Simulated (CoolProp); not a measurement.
A single-stage vapour-compression cycle with the fluid: evaporating at 273.15 K (dew point), condensing at 335.15 K (bubble point), superheat 5 K, subcooling 8 K, compressor efficiency 0.75, no pressure losses. The same conditions are run with several fluids, on thermodynamics alone (safety and materials aside).

Values from CoolProp's reference Helmholtz-energy equation of state of each fluid (R142b: Lemmon 2006; ammonia: Gao 2020; isobutane: Bücker 2006; c-C4F8 (RC318): Platzer 1990; R115: Lemmon 2016; propylene: Lemmon 2013). The equations of Platzer and Polt are older, rougher fits.

Question: Rank R142b, ammonia, isobutane, c-C4F8 (RC318), R115, propylene by cooling COP, highest first.

Answer: R142b (2.65), ammonia (2.61), isobutane (2.54), propylene (2.37), c-C4F8 (RC318) (2.15), R115 (1.96)

```
fluid           pressure ratio  discharge temperature (K)  refrigerating effect (kJ/kg)  volumetric capacity (kJ/m³)
--------------  --------------  -------------------------  ----------------------------  ---------------------------
R142b                     6.36                      356.1                           151                          995
ammonia                   6.39                      459.2                          1010                         3420
isobutane                 5.80                      343.1                           230                          957
c-C4F8 (RC318)            6.84                      335.1                          57.8                          678
R115                      4.88                      339.5                          51.7                         1720
propylene                 4.51                      363.3                           240                         2880
```

The compression ends wet for: c-C4F8 (RC318).
